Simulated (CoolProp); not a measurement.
Computed with CoolProp (reference Helmholtz-energy equation of state, Lemmon 2006). It is a short technical equation, of lower accuracy than the large ones.

### Question
Give the vapour pressure (MPa), vapour Z, surface tension (mN/m) of saturated nitrous oxide at 212.6, 269.5, 298 K.

### Answer
```
T (K)  p (MPa)  vapour Z  surface tension (mN/m)
-----  -------  --------  ----------------------
212.6    0.420     0.928                    17.5
269.5     2.84     0.730                    6.04
298       5.63     0.533                    1.35
```

Surface tension comes from a separate correlation (Mulero 2012).
